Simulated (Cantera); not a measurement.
**Gas-phase reforming**

An isothermal, constant-pressure homogeneous reactor starts with 38.9 % CH4, 61.1 % CO2, at 1375 K and 100.0 Torr.

Cantera simulation using GRI-Mech 3.0 (53 species, 325 reactions); the numbers are that mechanism's predictions, not measurements.

```
t (s)     x CH4  x CO2      x H      x CO    x C2H4     x CH2
--------  -----  -----  -------  --------  --------  --------
0.000300  0.389  0.611  3.13e-9   8.21e-9  5.19e-11    <1e-12
0.000773  0.389  0.611  3.14e-9   2.13e-8  9.54e-10    <1e-12
0.00199   0.389  0.611  3.21e-9   5.56e-8   1.61e-8  5.10e-12
0.00514   0.389  0.611  3.54e-9   1.54e-7   2.46e-7  2.73e-11
0.0132    0.389  0.611  4.39e-9   4.97e-7   2.48e-6  7.88e-11
0.0341    0.389  0.611  5.76e-9   1.75e-6   1.45e-5  1.36e-10
0.0879    0.388  0.611  9.99e-9   7.32e-6   7.64e-5  2.56e-10
0.227     0.387  0.611  2.57e-8   4.02e-5  0.000398  4.70e-10
0.584     0.383  0.609  7.90e-8  0.000253   0.00144  6.17e-10
1.51      0.371  0.603  2.09e-7   0.00156   0.00243  5.65e-10
3.88      0.344  0.584  4.38e-7   0.00853   0.00215  4.82e-10
10.0      0.292  0.532  7.28e-7    0.0375   0.00175  4.83e-10
```
x: mole fraction; the columns are a selection and need not sum to one.

Equilibrium at this temperature and pressure: CH4 1.31e-7, CO2 0.0507, H 5.69e-6, CO 0.512, C2H4 <1e-12, CH2 <1e-12 (gas phase only).
